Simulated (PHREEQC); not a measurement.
Solution (20 °C): 0.0014 mol/kgw NH3 and 3.2e-05 mol/kgw K2SiO3. Closed to the air; pH follows from the charge balance.

Model: ion-association model, phreeqc.dat, run in PHREEQC.

```
Item                        Result
----------------  ----------------
pH                           10.39
ionic strength    0.000196 mol/kgw
total alkalinity       1.46 meq/kg
```

```json
[
 {"species": "NH3", "molality": "0.00127", "activity": "0.00127", "log γ": "0.000"},
 {"species": "OH-", "molality": "0.000171", "activity": "0.000169", "log γ": "-0.007"},
 {"species": "NH4+", "molality": "0.000131", "activity": "0.000129", "log γ": "-0.007"},
 {"species": "K+", "molality": "6.40e-5", "activity": "6.30e-5", "log γ": "-0.007"},
 {"species": "H3SiO4-", "molality": "2.41e-5", "activity": "2.38e-5", "log γ": "-0.007"},
 {"species": "H4SiO4", "molality": "7.83e-6", "activity": "7.83e-6", "log γ": "0.000"},
 {"species": "H2SiO4-2", "molality": "3.03e-8", "activity": "2.85e-8", "log γ": "-0.028"}
]
```

Precipitation was switched off in this run. Species that the database lacks are ignored.
